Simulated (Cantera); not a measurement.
## Equilibrium for titanium nitride, carbide and oxide coatings: TiCl₄ + O₂

Feed: 1 mol TiCl₄, a varied amount of O₂, equilibrated at 1150 K and 9.70 mbar.

Cantera equilibrium calculation (NASA polynomials, part measured and part estimated; ideal gas, pure solids and liquids). Candidate condensed phases: Ti, TiCl₂, TiCl₃, TiCl₄, TiO, TiO₂, Ti₂O₃, Ti₃O₅, Ti₄O₇; 15 gas species. Condensed phases not in the tables: TiOCl. Rates play no part.

| n(O₂) (mol) | x Cl₂ | x O₂ | x TiCl₄ | x Cl | x ClO | x TiCl₃ | x O | n TiO₂(rutile) |
|---|---|---|---|---|---|---|---|---|
| 0.25 | 0.388 | 2.22e-6 | 0.595 | 0.0173 | 1.11e-7 | 3.46e-6 | 1.26e-10 | 0.250 |
| 0.38 | 0.535 | 5.64e-6 | 0.445 | 0.0204 | 2.07e-7 | 2.20e-6 | 2.00e-10 | 0.380 |
| 0.6 | 0.729 | 1.89e-5 | 0.247 | 0.0238 | 4.42e-7 | 1.05e-6 | 3.66e-10 | 0.600 |
| 0.93 | 0.937 | 0.000214 | 0.0360 | 0.0269 | 1.69e-6 | 1.35e-7 | 1.23e-9 | 0.930 |
| 1.5 | 0.778 | 0.198 | 2.68e-5 | 0.0246 | 4.68e-5 | 1.10e-10 | 3.75e-8 | 1.000 |
| 2.3 | 0.589 | 0.390 | 7.80e-6 | 0.0214 | 5.72e-5 | 3.68e-11 | 5.27e-8 | 1.000 |
| 3.5 | 0.431 | 0.550 | 2.96e-6 | 0.0183 | 5.81e-5 | 1.63e-11 | 6.26e-8 | 1.000 |
| 5.5 | 0.298 | 0.687 | 1.13e-6 | 0.0152 | 5.40e-5 | 7.51e-12 | 6.99e-8 | 1.000 |
| 8.5 | 0.203 | 0.784 | 4.60e-7 | 0.0125 | 4.76e-5 | 3.70e-12 | 7.47e-8 | 1.000 |
| 13 | 0.137 | 0.853 | 1.93e-7 | 0.0103 | 4.08e-5 | 1.89e-12 | 7.79e-8 | 1.000 |
x: gas mole fraction; n: condensed amount in mol.

From 0.25 mol O₂ to 13 mol O₂ the condensed part is TiO₂(rutile). The main Ti-bearing gas is TiCl₄ throughout.
